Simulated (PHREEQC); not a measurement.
Solution (25 °C): 0.00035 mol/kgw Pb(NO3)2, 5.1e-06 mol/kgw H2SO4 and 0.015 mol/kgw NaCl. Closed to the air; pH follows from the charge balance.

Computed with PHREEQC (ion-association model, phreeqc.dat).

Question: The ionic strength comes out as 0.0159 mol/kgw. What activity coefficients do PbCl+, SO4-2, H+, Cl-, Na+ get?

Answer: PbCl+ 0.88, SO4-2 0.61, H+ 0.90, Cl- 0.88, Na+ 0.88.

No solid was allowed to form.
